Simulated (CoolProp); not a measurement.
CH2F2 (R32) along the isotherm 435 K: Z from the reference equation and from simpler models built on Tc = 351.3 K, pc = 57.83 bar, ω = 0.277; each cubic takes its own stable root.

Values from CoolProp's reference Helmholtz-energy equation of state, Tillner-Roth 1997.

| p (bar) | phase | reference |
|---|---|---|
| 9.64 | gas | 0.9702 |
| 19.3 | gas | 0.9399 |
| 28.9 | gas | 0.9094 |
| 38.6 | gas | 0.8782 |
| 48.2 | gas | 0.8471 |
| 57.8 | gas | 0.8159 |
| 67.5 | supercritical | 0.7843 |
| 77.1 | supercritical | 0.7534 |
| 86.7 | supercritical | 0.7230 |
| 96.4 | supercritical | 0.6934 |
| 106 | supercritical | 0.6656 |
| 116 | supercritical | 0.6391 |
| 125 | supercritical | 0.6178 |
| 135 | supercritical | 0.5978 |
| 145 | supercritical | 0.5819 |

**Question.** How far does each simpler model (van der Waals, Redlich-Kwong, Soave-Redlich-Kwong, Peng-Robinson) lie from the reference over these 15 states: mean and median of the absolute difference, and the worst?

**Answer.** 
- van der Waals: mean 3.5 %, median 2.9 %, worst -8.6 % at 435 K and 106 bar
- Redlich-Kwong: mean 1.0 %, median 0.7 %, worst +3.7 % at 435 K and 145 bar
- Soave-Redlich-Kwong: mean 7.2 %, median 5.6 %, worst +18.5 % at 435 K and 145 bar
- Peng-Robinson: mean 3.3 %, median 1.5 %, worst +11.5 % at 435 K and 145 bar
